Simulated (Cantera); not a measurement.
## Adiabatic ignition

An adiabatic, constant-volume homogeneous reactor starts with CH3OH : O2 : N2 = 1 : 1.15 : 4.34 (molar parts), at 1400 K and 13.0 bar.

Computed with Cantera and GRI-Mech 3.0 (53 species, 325 reactions). GRI-Mech 3.0 was tuned for natural gas; its chemistry of methanol as a main component is partial and can be far from experiment. The pressure lies above the range GRI-Mech 3.0 was tuned for (to about 10 atm). Above 3000 K some thermodynamic fits are extrapolated.

| t (s) | T (K) | P (bar) | x CH3OH | x O2 | x NO | x H2 | x HCO |
|---|---|---|---|---|---|---|---|
| 7.00e-6 | 1400 | 13.0 | 0.154 | 0.177 | <1e-12 | 3.40e-5 | 6.22e-10 |
| 1.65e-5 | 1400 | 13.0 | 0.154 | 0.177 | <1e-12 | 0.000120 | 3.54e-9 |
| 3.91e-5 | 1404 | 13.1 | 0.151 | 0.176 | <1e-12 | 0.000864 | 7.18e-8 |
| 9.23e-5 | 3100 | 33.2 | <1e-12 | 0.00413 | 0.00442 | 0.0370 | 1.23e-6 |
| 0.000218 | 3093 | 33.1 | <1e-12 | 0.00385 | 0.00618 | 0.0374 | 1.23e-6 |
| 0.000515 | 3093 | 33.1 | <1e-12 | 0.00385 | 0.00619 | 0.0374 | 1.23e-6 |
| 0.00122 | 3093 | 33.1 | <1e-12 | 0.00385 | 0.00619 | 0.0374 | 1.23e-6 |
| 0.00288 | 3093 | 33.1 | <1e-12 | 0.00385 | 0.00619 | 0.0374 | 1.23e-6 |
| 0.00679 | 3093 | 33.1 | <1e-12 | 0.00385 | 0.00619 | 0.0374 | 1.23e-6 |
| 0.0160 | 3093 | 33.1 | <1e-12 | 0.00385 | 0.00619 | 0.0374 | 1.23e-6 |
| 0.0379 | 3093 | 33.1 | <1e-12 | 0.00385 | 0.00619 | 0.0374 | 1.23e-6 |
| 0.0896 | 3093 | 33.1 | <1e-12 | 0.00385 | 0.00619 | 0.0374 | 1.23e-6 |
| 0.212 | 3093 | 33.1 | <1e-12 | 0.00385 | 0.00619 | 0.0374 | 1.23e-6 |
| 0.500 | 3093 | 33.1 | <1e-12 | 0.00385 | 0.00619 | 0.0374 | 1.23e-6 |
x: mole fraction; the columns are a selection and need not sum to one.

```json
{
  "time_of_steepest_temperature_rise": "64.7 µs",
  "temperature at 0.500 s": "3093 K",
  "equilibrium_temperature": "3093 K",
  "x(CH3OH) at 0.500 s": "<1e-12 (gas-phase equilibrium <1e-12)",
  "x(O2) at 0.500 s": "0.00385 (gas-phase equilibrium 0.00385)",
  "x(NO) at 0.500 s": "0.00619 (gas-phase equilibrium 0.00619)"
}
```
